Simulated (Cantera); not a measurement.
# Roasting and sulfation: Fe2O3 + SO3 + H2O

A closed system holds: 1 mol Fe2O3, 0.88 mol SO3, 4.1 mol H2O, at 1330 Pa.

Method: chemical equilibrium by Gibbs-energy minimisation in Cantera with the NASA 1993 tables (ideal gas, pure condensed phases). Candidate condensed phases: Fe, FeO, Fe(OH)2, Fe(OH)3, FeS, FeSO4, FeS2, Fe2O3, Fe2(SO4)3, Fe3O4, H2O, H2SO4, S; 22 gas species. The numbers say what is thermodynamically allowed, not how fast it happens.

| T (K) | x H2O | x SO2 | x O2 | x SO3 | x OH | n Fe2O3(s) | n Fe2(SO4)3(s) | n Fe3O4(s) |
|---|---|---|---|---|---|---|---|---|
| 750 | 0.964 | 0.0148 | 0.00738 | 0.0135 | 6.80e-10 | 0.747 | 0.253 | 0 |
| 850 | 0.775 | 0.118 | 0.0591 | 0.0480 | 2.18e-8 | 1.00 | 0 | 0 |
| 950 | 0.762 | 0.148 | 0.0740 | 0.0156 | 2.57e-7 | 1.00 | 0 | 0 |
| 1050 | 0.758 | 0.158 | 0.0788 | 0.00527 | 1.85e-6 | 1.00 | 0 | 0 |
| 1150 | 0.757 | 0.160 | 0.0802 | 0.00206 | 9.38e-6 | 1.00 | 0 | 0 |
| 1250 | 0.757 | 0.162 | 0.0807 | 0.000925 | 3.66e-5 | 1.00 | 0 | 0 |
| 1350 | 0.757 | 0.162 | 0.0809 | 0.000467 | 0.000117 | 1.00 | 0 | 0 |
| 1450 | 0.734 | 0.157 | 0.108 | 0.000291 | 0.000337 | 0 | 0 | 0.667 |
| 1550 | 0.733 | 0.157 | 0.108 | 0.000175 | 0.000805 | 0 | 0 | 0.667 |
| 1650 | 0.732 | 0.157 | 0.108 | 0.000112 | 0.00173 | 0 | 0 | 0.667 |
| 1750 | 0.731 | 0.157 | 0.108 | 7.50e-5 | 0.00340 | 0 | 0 | 0.667 |
| 1850 | 0.727 | 0.157 | 0.107 | 5.27e-5 | 0.00621 | 0 | 0 | 0.666 |
x: gas mole fraction; n: condensed amount in mol.

At 750 K the condensed part is Fe2O3(s) + Fe2(SO4)3(s). From 850 K to 1350 K the condensed part is Fe2O3(s). From 1450 K to 1850 K the condensed part is Fe3O4(s).
